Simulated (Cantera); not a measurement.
A freely propagating, adiabatic, planar premixed flame of 23.7 % H2, 14.5 % O2, 54.3 % N2, 7.58 % H2O, equivalence ratio 0.82, unburnt at 598 K and 1.01 bar; mixture-averaged transport, grid criteria slope 0.08 and curve 0.16, no radiation.

Computed with Cantera and the H2/O2 subset of GRI-Mech 3.0, which has no nitrogen chemistry. Burning velocities carry a grid error of a few per cent, more on coarse grids.

### Question
Predict: laminar burning velocity; thermal thickness; peak x(H); peak x(OH); peak x(O).

### Answer
```json
{
 "laminar_burning_velocity": "529 cm/s",
 "thermal_thickness": "0.417 mm",
 "peak x(H)": "0.0307",
 "peak x(OH)": "0.0150",
 "peak x(O)": "0.00992"
}
```
